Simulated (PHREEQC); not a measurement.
A solution holds 0.0094 mol CaCl2, 0.27 mol Na2HPO4 and 0.00021 mol H4SiO4 per kg of water, at 46 °C. Closed to the air; pH follows from the charge balance.

All values are PHREEQC results (ion-association model, phreeqc.dat), not measurements.

```json
{
 "pH": "8.24",
 "ionic_strength": "0.719 mol/kgw",
 "activity_of_water": "0.987",
 "density": "1.022 g/cm³",
 "total_alkalinity": "270 meq/kg"
}
```

```tsv
species	molality	activity	log γ
Na+	0.500	0.354	-0.150
HPO4-2	0.216	0.0386	-0.747
NaHPO4-	0.0402	0.0267	-0.178
Cl-	0.0188	0.0116	-0.210
H2PO4-	0.00483	0.00320	-0.178
CaPO4-	0.00447	0.00296	-0.178
CaHPO4	0.00421	0.00497	0.072
Ca+2	0.000691	0.000162	-0.628
PO4-3	0.000360	4.49e-6	-1.903
H4SiO4	0.000192	0.000227	0.072
CaH2PO4+	2.93e-5	1.94e-5	-0.178
H3SiO4-	1.80e-5	1.10e-5	-0.211
OH-	1.24e-5	7.38e-6	-0.226
```

Precipitation was switched off in this run. The solution is supersaturated, for example in Hydroxyapatite, Quartz (slow to form), so a real one may precipitate; this is no full list. Caution: at this ionic strength the ion-association model is outside its range; a Pitzer model would be the better tool where its parameters exist. At this temperature some constants are extrapolated from 25 °C, and those without enthalpy data are left unchanged.
